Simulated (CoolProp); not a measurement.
Values from CoolProp's reference Helmholtz-energy equation of state, Bücker 2006.

**Question.** For n-butane, give the phase and the cv (kJ/(kg K)), viscosity (µPa s), Prandtl number at 575 K and 30 kPa; 575 K and 127 kPa; 575 K and 9490 kPa.

**Answer.** 
- 575 K and 30 kPa: gas; cv 2.69, viscosity 13.9, Prandtl number 0.705
- 575 K and 127 kPa: gas; cv 2.69, viscosity 14.0, Prandtl number 0.705
- 575 K and 9490 kPa: supercritical; cv 2.76, viscosity 17.7, Prandtl number 0.897

Viscosity comes from a separate model (Vogel 1999). Thermal conductivity comes from a separate model (Perkins 2002).
